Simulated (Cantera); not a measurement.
An adiabatic, constant-pressure homogeneous reactor starts with H₂ : O₂ : N₂ = 1 : 0.25 : 0.725 (molar parts), equivalence ratio 2.0, at 1175 K and 21000 Torr. Integrator tolerance rtol = 1e-08.

Cantera simulation using the H2/O2 subset of GRI-Mech 3.0, which has no nitrogen chemistry; the numbers are that mechanism's predictions, not measurements. The hydrogen kinetics of GRI-Mech 3.0 are dated; newer H2 mechanisms differ, most at raised pressure. The pressure lies above the range GRI-Mech 3.0 was tuned for (to about 10 atm).

Q: What does this change do: initial temperature 1175 to 1300 K?

A: 
```tsv
quantity	before	after
time of steepest temperature rise	0.127 ms	15.6 µs
temperature at 5.00 s	2893 K	2974 K
equilibrium temperature	2893 K	2974 K
x(H₂) at 5.00 s	0.284 (gas-phase equilibrium 0.284)	0.282 (gas-phase equilibrium 0.282)
x(O₂) at 5.00 s	3.44e-5 (gas-phase equilibrium 3.44e-5)	6.08e-5 (gas-phase equilibrium 6.08e-5)
x(H₂O) at 5.00 s	0.284 (gas-phase equilibrium 0.284)	0.282 (gas-phase equilibrium 0.282)
x(OH) at 5.00 s	0.00347 (gas-phase equilibrium 0.00347)	0.00479 (gas-phase equilibrium 0.00479)
x(O) at 5.00 s	8.63e-5 (gas-phase equilibrium 8.63e-5)	0.000154 (gas-phase equilibrium 0.000154)
x(H) at 5.00 s	0.0114 (gas-phase equilibrium 0.0114)	0.0147 (gas-phase equilibrium 0.0147)
```

Q: What does this change do: H2 1 to 1.8 parts?

A: 
```tsv
quantity	before	after
time of steepest temperature rise	0.127 ms	0.112 ms
temperature at 5.00 s	2893 K	2475 K
equilibrium temperature	2893 K	2475 K
x(H₂) at 5.00 s	0.284 (gas-phase equilibrium 0.284)	0.513 (gas-phase equilibrium 0.513)
x(O₂) at 5.00 s	3.44e-5 (gas-phase equilibrium 3.44e-5)	1.48e-7 (gas-phase equilibrium 1.48e-7)
x(H₂O) at 5.00 s	0.284 (gas-phase equilibrium 0.284)	0.197 (gas-phase equilibrium 0.197)
x(OH) at 5.00 s	0.00347 (gas-phase equilibrium 0.00347)	0.000237 (gas-phase equilibrium 0.000237)
x(O) at 5.00 s	8.63e-5 (gas-phase equilibrium 8.63e-5)	9.34e-7 (gas-phase equilibrium 9.34e-7)
x(H) at 5.00 s	0.0114 (gas-phase equilibrium 0.0114)	0.00306 (gas-phase equilibrium 0.00306)
```

Q: What does this change do: N2 0.725 to 1.4 parts?

A: 
```tsv
quantity	before	after
time of steepest temperature rise	0.127 ms	0.160 ms
temperature at 5.00 s	2893 K	2516 K
equilibrium temperature	2893 K	2516 K
x(H₂) at 5.00 s	0.284 (gas-phase equilibrium 0.284)	0.207 (gas-phase equilibrium 0.207)
x(O₂) at 5.00 s	3.44e-5 (gas-phase equilibrium 3.44e-5)	1.50e-6 (gas-phase equilibrium 1.50e-6)
x(H₂O) at 5.00 s	0.284 (gas-phase equilibrium 0.284)	0.208 (gas-phase equilibrium 0.208)
x(OH) at 5.00 s	0.00347 (gas-phase equilibrium 0.00347)	0.000494 (gas-phase equilibrium 0.000494)
x(O) at 5.00 s	8.63e-5 (gas-phase equilibrium 8.63e-5)	3.66e-6 (gas-phase equilibrium 3.66e-6)
x(H) at 5.00 s	0.0114 (gas-phase equilibrium 0.0114)	0.00234 (gas-phase equilibrium 0.00234)
```
